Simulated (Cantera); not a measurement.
Mixture: CH4 : O2 : N2 : CO2 = 1 : 1.11 : 4.18 : 0.88 (molar parts), equivalence ratio 1.8, at 0.660 bar, adiabatic and at constant pressure. Ignition delay is the time to a rise of 400 K.

Computed with Cantera and GRI-Mech 3.0 (53 species, 325 reactions).

**Question.** What does this change do: pressure from 0.660 bar to 1.00 bar?

**Answer.** 
| quantity | before | after |
|---|---|---|
| delay at 1075 K | 0.783 s | 0.526 s |
| delay at 1275 K | 39.8 ms | 28.6 ms |
| delay at 1475 K | 3.36 ms | 2.49 ms |
| delay at 1675 K | 0.499 ms | 0.358 ms |
| apparent activation energy between 1575 and 1775 K | 190 kJ/mol | 190 kJ/mol |

**Question.** What does this change do: pressure from 0.660 bar to 1.01 bar?

**Answer.** 
| quantity | before | after |
|---|---|---|
| delay at 1075 K | 0.783 s | 0.519 s |
| delay at 1275 K | 39.8 ms | 28.3 ms |
| delay at 1475 K | 3.36 ms | 2.47 ms |
| delay at 1675 K | 0.499 ms | 0.354 ms |
| apparent activation energy between 1575 and 1775 K | 190 kJ/mol | 190 kJ/mol |
